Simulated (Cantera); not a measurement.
An isothermal, constant-pressure homogeneous reactor starts with CH₂O : O₂ : N₂ = 0.0026 : 0.057 : 1 (molar parts), at 948 K and 2.60 bar. Integrator tolerance rtol = 1e-08.

Computed with Cantera and GRI-Mech 3.0 (53 species, 325 reactions). Below about 1000 K GRI-Mech 3.0 lacks low-temperature oxidation paths.

Q: What does this change do: temperature 948 to 1600 K?

A: 
| quantity | before | after |
|---|---|---|
| x(CH₂O) at 8.00 s | <1e-12 (gas-phase equilibrium <1e-12) | <1e-12 (gas-phase equilibrium <1e-12) |
| x(O₂) at 8.00 s | 0.0520 (gas-phase equilibrium 0.0513) | 0.0513 (gas-phase equilibrium 0.0508) |
| x(NO) at 8.00 s | 1.40e-12 (gas-phase equilibrium 9.31e-6) | 6.32e-6 (gas-phase equilibrium 0.00105) |
| x(H₂O) at 8.00 s | 0.00245 (gas-phase equilibrium 0.00245) | 0.00245 (gas-phase equilibrium 0.00245) |
| x(CO) at 8.00 s | 0.00130 (gas-phase equilibrium <1e-12) | 1.35e-7 (gas-phase equilibrium 1.35e-7) |
| x(N₂O) at 8.00 s | 6.00e-8 (gas-phase equilibrium 1.43e-9) | 1.10e-7 (gas-phase equilibrium 1.10e-7) |
